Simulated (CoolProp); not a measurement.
Fluorine at several states: fugacity coefficient from the reference equation and from simpler models built on Tc = 144.4 K, pc = 52.40 bar, ω = 0.045; each cubic takes its own stable root.

The numbers come from the reference Helmholtz-energy equation of state, de Reuck 1990 in CoolProp.

| T (K) | p (bar) | phase | reference |
|---|---|---|---|
| 288.2 | 3.64 | gas | 0.9982 |
| 187.9 | 21.1 | gas | 0.9437 |
| 194 | 200 | supercritical | 0.6356 |
| 257.2 | 3.87 | gas | 0.9967 |
| 68.2 | 4.04 | liquid | 0.02164 |
| 292 | 5.13 | gas | 0.9977 |

Task: How far does each simpler model (van der Waals, Redlich-Kwong, Soave-Redlich-Kwong, Peng-Robinson) lie from the reference over these 6 states: mean and median of the absolute difference, and the worst?

Result: 
- van der Waals: mean 168.8 %, median 0.3 %, worst +1006.3 % at 68.2 K and 4.04 bar
- Redlich-Kwong: mean 7.0 %, median 0.3 %, worst -40.1 % at 68.2 K and 4.04 bar
- Soave-Redlich-Kwong: mean 0.6 %, median 0.1 %, worst +2.1 % at 194 K and 200 bar
- Peng-Robinson: mean 3.0 %, median 0.7 %, worst +11.2 % at 68.2 K and 4.04 bar
